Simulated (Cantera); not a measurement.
**Pyrogenic steam for wet oxidation**

An isothermal, constant-pressure homogeneous reactor starts with H2 : O2 : N2 : H2O = 1.3 : 1 : 2.5 : 0.052 (molar parts), at 900 K and 17000 Pa.

Computed with Cantera and the H2/O2 subset of GRI-Mech 3.0, which has no nitrogen chemistry. Below about 950 K walls govern HO2 and H2O2 in real vessels. The temperature is held fixed by assumption; the heat of reaction is taken as removed at once.

| t (s) | x H2 | x O2 | x H2O | x OH | x O | x H2O2 | x H |
|---|---|---|---|---|---|---|---|
| 8.00e-6 | 0.268 | 0.206 | 0.0107 | <1e-12 | <1e-12 | <1e-12 | 2.52e-12 |
| 6.17e-5 | 0.268 | 0.206 | 0.0107 | <1e-12 | 2.30e-12 | <1e-12 | 2.24e-11 |
| 0.000476 | 0.268 | 0.206 | 0.0107 | 6.96e-11 | 2.74e-10 | 1.73e-12 | 2.23e-9 |
| 0.00367 | 0.0350 | 0.0993 | 0.281 | 0.000159 | 0.000188 | 2.24e-6 | 0.000568 |
| 0.0283 | 0.0218 | 0.0933 | 0.296 | 7.22e-8 | 1.21e-7 | 4.18e-5 | 1.98e-7 |
| 0.218 | 0.0205 | 0.0926 | 0.298 | 2.23e-7 | 3.15e-7 | 0.000126 | 5.20e-7 |
| 1.68 | 0.00856 | 0.0871 | 0.312 | 2.72e-7 | 2.83e-7 | 0.000120 | 2.76e-7 |
| 13.0 | 0.000172 | 0.0834 | 0.322 | 8.01e-8 | 8.54e-9 | 1.47e-6 | 1.91e-9 |
| 100 | 6.57e-6 | 0.0833 | 0.322 | 7.64e-9 | 3.99e-11 | 4.92e-9 | 7.65e-12 |
x: mole fraction; the columns are a selection and need not sum to one.

Equilibrium at this temperature and pressure: H2 8.71e-12, O2 0.0833, H2O 0.322, OH 2.92e-8, O 3.79e-12, H2O2 2.61e-11, H <1e-12 (gas phase only).
